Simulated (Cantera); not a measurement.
A perfectly stirred reactor is fed with 8.33 % NO, 91.7 % N2, at 0.0263 atm; it is held at 2200 K, and followed from long to short residence time.

Model: GRI-Mech 3.0 (53 species, 325 reactions), integrated in Cantera. Radical loss at walls, strong at low pressure, is not modelled.

Predict: x(NO) at τ = 0.580 s; x(O2) at τ = 0.580 s; x(N2) at τ = 0.580 s; x(N2O) at τ = 0.580 s; x(NO2) at τ = 0.580 s; x(NO) at τ = 7.10 ms; x(O2) at τ = 7.10 ms; x(N2) at τ = 7.10 ms; x(N2O) at τ = 7.10 ms; x(NO2) at τ = 7.10 ms.


| Item | Result |
|---|---|
| x(NO) at τ = 0.580 s | 0.0752 |
| x(O2) at τ = 0.580 s | 0.00363 |
| x(N2) at τ = 0.580 s | 0.920 |
| x(N2O) at τ = 0.580 s | 2.58e-6 |
| x(NO2) at τ = 0.580 s | 1.94e-6 |
| x(NO) at τ = 7.10 ms | 0.0833 |
| x(O2) at τ = 7.10 ms | 5.28e-7 |
| x(N2) at τ = 7.10 ms | 0.917 |
| x(N2O) at τ = 7.10 ms | 2.23e-6 |
| x(NO2) at τ = 7.10 ms | 1.92e-8 |
